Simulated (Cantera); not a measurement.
Feed: 1 mol Si, 8.1 mol F2, 0.14 mol N2, at 0.735 Torr.

Cantera equilibrium calculation (NASA polynomials, part measured and part estimated; ideal gas, pure solids and liquids). Candidate condensed phases: Si, Si3N4; 16 gas species. Kinetics and transport are ignored.

Task: At 1625 K, list the 4 most abundant gas species with their mole fractions, and the condensed phases.

Result: F 0.914, SiF4 0.0750, N2 0.0105, F2 3.93e-5. Condensed: gas only.
